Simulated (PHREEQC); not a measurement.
Na2CO3 is added in steps, without added water, to 1 kg of water holding 6.3 mmol/kgw NaH2PO4 and 0.15 mmol/kgw Na2HPO4, at 25 °C. Oxygen alone is held at its pressure in air (log pO2 = -0.68). The system is closed to CO2. Only these solids could form: Nahcolite, Natron.

Base run: PHREEQC, ion-association model, wateq4f.dat. Each further column changes one thing. The table gives H2PO4- (mol/kgw).

```json
[
 {"Na2CO3 added (mol)": "0", "base": "0.00629", "all activity coefficients set to 1": "0.00629", "database phreeqc.dat": "0.00629", "Davies equation for every ion": "0.00629", "Debye-Hückel limiting law": "0.00629"},
 {"Na2CO3 added (mol)": "0.000975", "base": "0.00497", "all activity coefficients set to 1": "0.00500", "database phreeqc.dat": "0.00497", "Davies equation for every ion": "0.00497", "Debye-Hückel limiting law": "0.00496"},
 {"Na2CO3 added (mol)": "0.00195", "base": "0.00393", "all activity coefficients set to 1": "0.00399", "database phreeqc.dat": "0.00393", "Davies equation for every ion": "0.00393", "Debye-Hückel limiting law": "0.00392"},
 {"Na2CO3 added (mol)": "0.002925", "base": "0.00299", "all activity coefficients set to 1": "0.00305", "database phreeqc.dat": "0.00299", "Davies equation for every ion": "0.00298", "Debye-Hückel limiting law": "0.00297"},
 {"Na2CO3 added (mol)": "0.0039", "base": "0.00209", "all activity coefficients set to 1": "0.00215", "database phreeqc.dat": "0.00209", "Davies equation for every ion": "0.00209", "Debye-Hückel limiting law": "0.00208"},
 {"Na2CO3 added (mol)": "0.004875", "base": "0.00124", "all activity coefficients set to 1": "0.00128", "database phreeqc.dat": "0.00124", "Davies equation for every ion": "0.00124", "Debye-Hückel limiting law": "0.00123"},
 {"Na2CO3 added (mol)": "0.00585", "base": "0.000441", "all activity coefficients set to 1": "0.000461", "database phreeqc.dat": "0.000441", "Davies equation for every ion": "0.000441", "Debye-Hückel limiting law": "0.000436"},
 {"Na2CO3 added (mol)": "0.00715", "base": "4.05e-5", "all activity coefficients set to 1": "4.55e-5", "database phreeqc.dat": "4.05e-5", "Davies equation for every ion": "4.07e-5", "Debye-Hückel limiting law": "3.99e-5"},
 {"Na2CO3 added (mol)": "0.008125", "base": "2.00e-5", "all activity coefficients set to 1": "2.28e-5", "database phreeqc.dat": "2.01e-5", "Davies equation for every ion": "2.01e-5", "Debye-Hückel limiting law": "1.97e-5"},
 {"Na2CO3 added (mol)": "0.0091", "base": "1.33e-5", "all activity coefficients set to 1": "1.53e-5", "database phreeqc.dat": "1.33e-5", "Davies equation for every ion": "1.34e-5", "Debye-Hückel limiting law": "1.31e-5"},
 {"Na2CO3 added (mol)": "0.01008", "base": "1.00e-5", "all activity coefficients set to 1": "1.16e-5", "database phreeqc.dat": "1.00e-5", "Davies equation for every ion": "1.01e-5", "Debye-Hückel limiting law": "9.79e-6"},
 {"Na2CO3 added (mol)": "0.01105", "base": "8.04e-6", "all activity coefficients set to 1": "9.43e-6", "database phreeqc.dat": "8.06e-6", "Davies equation for every ion": "8.10e-6", "Debye-Hückel limiting law": "7.84e-6"},
 {"Na2CO3 added (mol)": "0.01202", "base": "6.74e-6", "all activity coefficients set to 1": "7.97e-6", "database phreeqc.dat": "6.76e-6", "Davies equation for every ion": "6.79e-6", "Debye-Hückel limiting law": "6.56e-6"},
 {"Na2CO3 added (mol)": "0.013", "base": "5.81e-6", "all activity coefficients set to 1": "6.93e-6", "database phreeqc.dat": "5.83e-6", "Davies equation for every ion": "5.86e-6", "Debye-Hückel limiting law": "5.64e-6"}
]
```

H3PO4, which wateq4f.dat lacks, is added to it with the constant of phreeqc.dat.  phreeqc.dat and wateq4f.dat share most of their constants, so their agreement is no independent check.
